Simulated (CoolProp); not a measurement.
Properties of toluene at several states.

Model: reference Helmholtz-energy equation of state, Lemmon 2006, in CoolProp. It is a short technical equation, of lower accuracy than the large ones.

```tsv
T (K)	p (kPa)	phase	Z	cp (kJ/(kg K))	isothermal compressibility (1/MPa)	fugacity coefficient
371.9	64	gas	0.9717	1.440	[?]	0.9725
308.2	2970	liquid	0.1249	[?]	0.0009608	0.002375
419.1	27.8	gas	0.9921	1.591	36.26	0.9922
230.1	346	liquid	0.01801	[?]	0.0005792	9.302e-5
529.7	4650	liquid	0.1599	2.624	0.01010	[?]
```

Question: Complete the blanks.

Answer: 
- 371.9, isothermal compressibility (1/MPa): 16.09
- 308.2, cp (kJ/(kg K)): 1.730
- 230.1, cp (kJ/(kg K)): 1.521
- 529.7, fugacity coefficient: 0.3342
